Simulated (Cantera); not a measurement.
**Ignition delay**

Mixture: 12.2 % CH₄, 20.3 % O₂, 64.8 % N₂, 2.79 % CO₂, at 1.01 bar, adiabatic and at constant pressure. Ignition delay is the time to a rise of 400 K.

Detailed kinetics in Cantera: GRI-Mech 3.0 (53 species, 325 reactions).

```
T0 (K)  delay (ms)
------  ----------
1150          94.7
1200          45.5
1250          22.6
1300          11.7
1350          6.21
1400          3.42
```

| Item | Result |
|---|---|
| apparent activation energy between 1300 and 1400 K | 190 kJ/mol |
